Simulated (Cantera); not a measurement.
Input: 1 mol CH3SiH3, 21 mol H2, at 1725 K and 100 Torr.

Cantera equilibrium calculation (NASA polynomials, part measured and part estimated; ideal gas, pure solids and liquids). Candidate condensed phases: C, C6H6, C7H8, C8H18, Si, SiC; 87 gas species. The feed counts by its element totals alone. The numbers say what is thermodynamically allowed, not how fast it happens.

Task: What is the equilibrium state?

Result: 
| Property | Value |
|---|---|
| x(H2) | 0.999 |
| x(H) | 0.000509 |
| x(CH4) | 7.73e-6 |
| x(SiH2) | 4.99e-6 |
| x(Si) | 2.21e-6 |
| x(SiH) | 1.15e-6 |
| n(SiC(s)) | 1.000 mol |
| gas amount | 24.01 mol |
| log10 activity of Si(l) (absent) | -0.54 |
| log10 activity of C(graphite) (absent) | -1.24 |
